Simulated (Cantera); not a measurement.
Input (Python, Cantera) and output of one run.

```python
import numpy as np
import cantera as ct

gas_names = [...]  # 136 gases of nasa_gas.yaml made of C, H, N, O
cond_names = """
    C(gr) C6H6(L) C7H8(L) C8H18(L),n-octa H2O(s) H2O(L)
""".split()


# ... load() reads the species with a 1 bar reference pressure and builds the phases ...
atoms = {
    'toluene': {'C': 7, 'H': 8},
    'O2': {'O': 2},
    'N2': {'N': 2},
}
top_T = {'C(gr)': 4500}  # K; cautious upper limits of use, not melting points


# ... equilibrate(T, P, feed) seeds the gas with the atoms and calls Mixture.equilibrate('TP', solver="vcs", rtol=1e-11, max_steps=5000) ...
results = []
feed = {'toluene': 1, 'O2': 1.1, 'N2': 0.64}  # mol
P = 1333.22  # Pa
for T in [1548, 1648, 1748, 1848, 1948, 2048, 2148, 2248, 2348]:
    mix = equilibrate(T, P, feed)
    results.append((T, P, feed, dict(zip(mix.species_names, mix.species_moles))))
    x = sorted(zip(gas.X, gas.species_names), reverse=True)
    print(f"T = {T:g} K  P = {P:g} Pa  gas = {mix.phase_moles(0):.4g} mol")
    print("   x: " + "  ".join(f"{s} {v:.3e}" for v, s in x if v > 0.0001))
    print("   condensed (mol): " + ("  ".join(f"{mix.phase(i).name} {mix.phase_moles(i):.4g}"
          for i in range(1, mix.n_phases) if mix.phase_moles(i) > 1e-12) or "none"))
```

Output:

```
T = 1548 K  P = 1333.22 Pa  gas = 6.841 mol
   x: H2 5.844e-01  CO 3.216e-01  N2 9.338e-02  HCN 3.428e-04  H 2.039e-04
   condensed (mol): C(gr) 4.797
T = 1648 K  P = 1333.22 Pa  gas = 6.842 mol
   x: H2 5.840e-01  CO 3.215e-01  N2 9.321e-02  HCN 6.371e-04  H 5.894e-04
   condensed (mol): C(gr) 4.795
T = 1748 K  P = 1333.22 Pa  gas = 6.845 mol
   x: H2 5.830e-01  CO 3.214e-01  N2 9.293e-02  H 1.511e-03  HCN 1.101e-03
   condensed (mol): C(gr) 4.791
T = 1848 K  P = 1333.22 Pa  gas = 6.852 mol
   x: H2 5.809e-01  CO 3.211e-01  N2 9.247e-02  H 3.500e-03  HCN 1.787e-03  C2H2,acetylene 1.496e-04
   condensed (mol): C(gr) 4.785
T = 1948 K  P = 1333.22 Pa  gas = 6.866 mol
   x: H2 5.771e-01  CO 3.204e-01  N2 9.177e-02  H 7.435e-03  HCN 2.750e-03  C2H2,acetylene 3.111e-04  HNC 1.418e-04
   condensed (mol): C(gr) 4.776
T = 2048 K  P = 1333.22 Pa  gas = 6.89 mol
   x: H2 5.704e-01  CO 3.193e-01  N2 9.074e-02  H 1.465e-02  HCN 4.034e-03  C2H2,acetylene 5.980e-04  HNC 2.496e-04
   condensed (mol): C(gr) 4.762
T = 2148 K  P = 1333.22 Pa  gas = 6.934 mol
   x: H2 5.593e-01  CO 3.173e-01  N2 8.926e-02  H 2.699e-02  HCN 5.664e-03  C2H2,acetylene 1.071e-03  HNC 4.132e-04
   condensed (mol): C(gr) 4.743
T = 2248 K  P = 1333.22 Pa  gas = 7.004 mol
   x: H2 5.417e-01  CO 3.141e-01  N2 8.722e-02  H 4.683e-02  HCN 7.628e-03  C2H2,acetylene 1.795e-03  HNC 6.464e-04
   condensed (mol): C(gr) 4.717
T = 2348 K  P = 1333.22 Pa  gas = 7.113 mol
   x: H2 5.157e-01  CO 3.093e-01  N2 8.452e-02  H 7.680e-02  HCN 9.859e-03  C2H2,acetylene 2.818e-03  HNC 9.580e-04
   condensed (mol): C(gr) 4.682
```

These are equilibrium values from Cantera (NASA tables, ideal gas, pure condensed phases), not measurements of a reactor.
